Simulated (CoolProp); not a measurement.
Decamethylcyclopentasiloxane (D5) at several states: Z from the reference equation and from simpler models built on Tc = 345.1 °C, pc = 1.078 MPa, ω = 0.631; each cubic takes its own stable root.

Computed with CoolProp (reference Helmholtz-energy equation of state, Thol 2019).

```csv
T (°C),p (MPa),phase,reference,van der Waals,Soave-Redlich-Kwong
27.05,1.04,liquid,0.1621,0.2971,0.1914
231.55,0.337,liquid,0.04158,0.8207,0.04807
-31.25,5.32,liquid,0.9615,1.763,1.169
246.05,0.127,gas,0.9123,0.9443,0.9175
289.75,0.073,gas,0.9646,0.9742,0.9660
```

At some of these states van der Waals gives the other phase, because its saturation line lies elsewhere.
